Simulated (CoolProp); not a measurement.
Vapour-liquid equilibrium of carbon dioxide (1) + hydrogen sulfide (2) at 1.21 MPa; x and y are mole fractions of (1).

Computed with CoolProp (multi-fluid Helmholtz-energy mixture model, Span 1996 and Lemmon 2006; pair parameters Kunz 2012).

Question: Give the bubble temperature and the first vapour's composition at x = 0.2, 0.65, 0.95. Is there an azeotrope?

Answer: x = 0.2: -17.6 °C, y = 0.561; x = 0.65: -31.0 °C, y = 0.818; x = 0.95: -34.5 °C, y = 0.962. No azeotrope shows between x = 0.05 and 0.95.

The pair parameters rest on a limited set of measurements; away from them the model extrapolates.
